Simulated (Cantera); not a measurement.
Feed: 1 mol CH2F2, 1.6 mol CH4, equilibrated at 1248 K and 0.0100 bar.

These are equilibrium values from Cantera (NASA tables, ideal gas, pure condensed phases), not measurements of a reactor. Candidate condensed phases: C, C6H6, C7H8, C8H18; 95 gas species. Kinetics and transport are ignored.

Base state: H2 0.615, HF 0.385, CH4 4.22e-5 (mole fractions); condensed: C(graphite).

Task: What changes in the equilibrium state with this change: CH4 from 1.6 to 0.022 mol?

Result: 
| species | before | after |
|---|---|---|
| HF | 0.385 | 0.978 |
| H2 | 0.615 | 0.0215 |
| CH4 | 4.22e-5 | 5.17e-8 |
| C(graphite), mol | 2.60 | 1.02 |

Task: What changes in the equilibrium state with this change: CH2F2 replaced by CH3F?

Result: 
```
species            before    after
----------------  -------  -------
H2                  0.615    0.808
HF                  0.385    0.192
CH4               4.22e-5  7.27e-5
C(graphite), mol     2.60     2.60
```
